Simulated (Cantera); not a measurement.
Cantera run:

```python
import numpy as np
import cantera as ct

gas_names = """
    CL CL2 H HCL H2 Si SiCL SiCL2 SiCL3 SiCL4 SiH SiHCL3 SiH2 SiH2CL2 SiH3 SiH3CL SiH4 Si2 Si3
""".split()
cond_names = """
    Si(cr) Si(L)
""".split()


# ... load() reads the species with a 1 bar reference pressure and builds the phases ...
atoms = {
    'SiH4': {'Si': 1, 'H': 4},
    'Cl2': {'CL': 2},
    'H2': {'H': 2},
}
top_T = {}  # K; cautious upper limits of use, not melting points


# ... equilibrate(T, P, feed) seeds the gas with the atoms and calls Mixture.equilibrate('TP', solver="vcs", rtol=1e-11, max_steps=5000) ...
results = []
feed = {'SiH4': 1, 'Cl2': 0.92, 'H2': 3.6}  # mol
T = 1175  # K
P = 3200  # Pa
mix = equilibrate(T, P, feed)
results.append((T, P, feed, dict(zip(mix.species_names, mix.species_moles))))
x = sorted(zip(gas.X, gas.species_names), reverse=True)
print(f"T = {T:g} K  P = {P:g} Pa  gas = {mix.phase_moles(0):.4g} mol")
print("   x: " + "  ".join(f"{s} {v:.3e}" for v, s in x if v > 1e-06))
print("   condensed (mol): " + ("  ".join(f"{mix.phase(i).name} {mix.phase_moles(i):.4g}"
      for i in range(1, mix.n_phases) if mix.phase_moles(i) > 1e-12) or "none"))
```

Result:

```
T = 1175 K  P = 3200 Pa  gas = 6.21 mol
   x: H2 8.603e-01  HCL 7.230e-02  SiCL4 3.597e-02  SiCL2 1.386e-02  SiHCL3 1.009e-02  SiCL3 7.143e-03  SiH2CL2 3.630e-04  SiH3CL 3.547e-06
   condensed (mol): Si(cr) 0.5813
```

Equilibrium computed with Cantera from the NASA thermochemical tables; the gas is ideal and each condensed phase is pure. The tables' values for SiCl3 are old estimates; treat these amounts as uncertain.
